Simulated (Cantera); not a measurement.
A Cantera script and its output.

```python
import numpy as np
import cantera as ct

gas = ct.Solution("gri30.yaml")


def delay(T, t_max=10):
    gas.TPX = T, 1000000, {'CH4': 1, 'CO': 0.64, 'O2': 1.78, 'N2': 6.71}
    reactor = ct.IdealGasConstPressureReactor(gas, clone=False)
    net = ct.ReactorNet([reactor])
    net.rtol, net.atol = 1e-8, 1e-16
    while net.time < t_max:
        t_old, T_old = net.time, reactor.T
        net.step()
        if reactor.T > T + 400:  # ignition: a rise of 400 K
            return t_old + (T + 400 - T_old) / (reactor.T - T_old) * (net.time - t_old)
    return np.nan


taus = []
for T in [1298, 1373, 1448, 1523, 1598, 1673, 1748, 1823]:
    taus.append(delay(T))
    print(f"T0 = {T:6g} K   tau = {taus[-1]:.4e} s")
```

Output:

```
T0 =   1298 K   tau = 2.5979e-03 s
T0 =   1373 K   tau = 1.0333e-03 s
T0 =   1448 K   tau = 4.3941e-04 s
T0 =   1523 K   tau = 1.9846e-04 s
T0 =   1598 K   tau = 9.5071e-05 s
T0 =   1673 K   tau = 4.8375e-05 s
T0 =   1748 K   tau = 2.6185e-05 s
T0 =   1823 K   tau = 1.5066e-05 s
```

Cantera simulation using GRI-Mech 3.0 (53 species, 325 reactions); the numbers are that mechanism's predictions, not measurements.
